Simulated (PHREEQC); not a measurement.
Consider water at 25 °C with 51 mmol/kgw NH4HF2, 0.27 mmol/kgw H2SiF6 and 1 mmol/kgw H3PO4. Closed to the air; pH follows from the charge balance.

Computed with PHREEQC (ion-association model, wateq4f.dat).

Each row changes one thing in this solution. Precipitation was switched off in this run.

| case | pH | ionic strength (mol/kgw) | F- (mol/kgw) | HF (mol/kgw) | HF2- (mol/kgw) | H2F2 (mol/kgw) | SI of Quartz (SiO2) |
|---|---|---|---|---|---|---|---|
| as made | 3.15 | 0.0521 | 0.0440 | 0.0377 | 0.00643 | 0.00375 | -8.83 |
| diluted 5-fold with water | 3.19 | 0.0110 | 0.0103 | 0.00900 | [?] | 0.000211 | -5.69 |
| NH4HF2 replaced by NH4BF4 at the same molality | 2.67 | 0.0538 | [?] | 0.00626 | 5.91e-5 | 0.000103 | -3.20 |
| H3PO4 from 0.001 to 0.0015 mol/kgw | 3.14 | 0.0521 | 0.0435 | 0.0380 | 0.00642 | 0.00381 | -8.84 |
| H3PO4 from 0.001 to 0.0002 mol/kgw | 3.16 | 0.0521 | 0.0447 | 0.0372 | 0.00645 | 0.00364 | -8.82 |
| NH4HF2 from 0.051 to 0.0561 mol/kgw | 3.15 | 0.0572 | 0.0479 | 0.0405 | 0.00755 | 0.00433 | -9.04 |

**Question.** Some entries are withheld; supply them.

**Answer.** 
- diluted 5-fold with water, HF2- (mol/kgw): 0.000355
- NH4HF2 replaced by NH4BF4 at the same molality, F- (mol/kgw): 0.00243

H3PO4, which wateq4f.dat lacks, is added to it with the constant of phreeqc.dat. SiF6-2 is the database's only silicon fluoride. Real BF4- forms and hydrolyses slowly; the run takes it at equilibrium.
